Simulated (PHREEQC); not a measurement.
A solution holds 3.5e-05 mol/kgw H4SiO4, at 64 °C. Closed to the air; pH follows from the charge balance.

All values are PHREEQC results (ion-association model, wateq4f.dat), not measurements.

This is a speciation only: nothing precipitates in the calculation.

Predict the pH.

pH 6.44.

Constants without temperature data keep their 25 °C values here.
